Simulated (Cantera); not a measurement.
Predominance diagram of Ca at 1502 °C against the partial pressures of O₂ and Cl₂ (log10, bar). Source: NASA polynomial tables (part measured, part estimated), evaluated in Cantera. Candidates: Ca(l), CaCl₂(l), CaO(s). Only these pure phases compete in this equilibrium. Not in the tables: oxide halides.

### Question
Which phase is stable at these pairs, and which metal-bearing vapour leads over it? (-3.6, -9.5); (-9, -2.7); (-6.6, -8.2); (-4.2, -4.1); (-7.2, -1.4); (-7.8, -5.5); (-7.8, -8.2)

### Answer
```csv
log p(O₂),log p(Cl₂),phase,chief vapour,log p (bar)
-3.6,-9.5,CaO(s),CaCl₂,-6.1
-9,-2.7,CaCl₂(l),CaCl₂,-1.4
-6.6,-8.2,CaO(s),CaCl₂,-3.3
-4.2,-4.1,CaCl₂(l),CaCl₂,-1.4
-7.2,-1.4,CaCl₂(l),CaCl₂,-1.4
-7.8,-5.5,CaCl₂(l),CaCl₂,-1.4
-7.8,-8.2,CaO(s),CaCl₂,-2.7
```
